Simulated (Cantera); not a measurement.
Feed: 1 mol TiO₂, 41 mol Cl₂, 2.4 mol O₂, equilibrated at 4.50 Pa.

Cantera equilibrium calculation (NASA polynomials, part measured and part estimated; ideal gas, pure solids and liquids). Candidate condensed phases: Ti, TiCl₂, TiCl₃, TiCl₄, TiO, TiO₂, Ti₂O₃, Ti₃O₅, Ti₄O₇; 15 gas species. Condensed phases not in the tables: TiOCl. Equilibrium is a limit: real reactors are often held back by kinetics, nucleation or transport.

x: gas mole fraction; n: condensed amount in mol.

| T (K) | x Cl | x Cl₂ | x O₂ | x O | x TiO₂ | n TiO₂(rutile) |
|---|---|---|---|---|---|---|
| 673 | 4.10e-5 | 0.945 | 0.0553 | <1e-12 | <1e-12 | 1.00 |
| 773 | 0.000708 | 0.944 | 0.0553 | <1e-12 | <1e-12 | 1.000 |
| 873 | … | 0.938 | 0.0551 | … | <1e-12 | 1.000 |
| 973 | 0.0365 | 0.909 | 0.0543 | 2.35e-9 | <1e-12 | 1.000 |
| 1073 | 0.144 | 0.805 | 0.0513 | 4.20e-8 | <1e-12 | 0.999 |
| 1173 | 0.395 | 0.560 | 0.0444 | 4.39e-7 | <1e-12 | 0.995 |
| 1273 | … | … | … | … | … | 0.994 |
| 1373 | 0.900 | 0.0690 | 0.0304 | 1.60e-5 | 2.26e-10 | 0.998 |
| 1473 | 0.954 | 0.0174 | 0.0289 | 7.07e-5 | 8.97e-9 | 0.999 |
| 1573 | 0.966 | 0.00482 | 0.0284 | 0.000263 | 2.21e-7 | 0.999 |
| 1673 | 0.970 | 0.00153 | 0.0280 | 0.000834 | 3.67e-6 | 0.999 |
| 1773 | 0.970 | 0.000549 | 0.0273 | 0.00231 | 4.40e-5 | 0.995 |
| 1873 | 0.968 | 0.000218 | 0.0255 | 0.00563 | 0.000402 | 0.963 |
| 1973 | 0.963 | 9.44e-5 | 0.0222 | 0.0120 | 0.00291 | 0.747 |

Problem. Fill in the missing entries.

Solution. 
- 1273, x Cl: 0.718
- 1273, x Cl₂: 0.246
- 1273, x O₂: 0.0355
- 1273, x O: 3.02e-6
- 1273, x TiO₂: 3.15e-12
- 873, x Cl: 0.00640
- 873, x O: 6.64e-11
